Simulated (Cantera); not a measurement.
A perfectly stirred reactor is fed with CH4 : C2H6 : O2 : N2 = 1 : 0.061 : 1.42 : 5.36 (molar parts), equivalence ratio 1.6, at 5930 Torr; it is adiabatic with a 325 K inlet, and is followed from long to short residence time, starting on the burning branch (τ in s: 0.37, 0.13, 0.043, 0.015, 0.005, 0.0017, 0.00058, 0.0002, 6.7e-05, 2.3e-05, 7.8e-06).

Detailed kinetics in Cantera: GRI-Mech 3.0 (53 species, 325 reactions).

Q: Predict: blow-out, bracketed by the residence times tried; x(CH4) at τ = 0.370 s; x(C2H6) at τ = 0.370 s; x(O2) at τ = 0.370 s; x(NO) at τ = 0.370 s; x(CH4) at τ = 1.70 ms; x(C2H6) at τ = 1.70 ms; x(O2) at τ = 1.70 ms; x(N2O) at τ = 1.70 ms; x(NO) at τ = 1.70 ms.

A: blow-out, bracketed by the residence times tried: burning at 0.580 ms, out at 0.200 ms
x(CH4) at τ = 0.370 s: 0.00188
x(C2H6) at τ = 0.370 s: 4.20e-7
x(O2) at τ = 0.370 s: 4.79e-5
x(NO) at τ = 0.370 s: 3.45e-6
x(CH4) at τ = 1.70 ms: 0.0120
x(C2H6) at τ = 1.70 ms: 7.93e-5
x(O2) at τ = 1.70 ms: 0.00535
x(N2O) at τ = 1.70 ms: 1.64e-8
x(NO) at τ = 1.70 ms: 1.17e-6
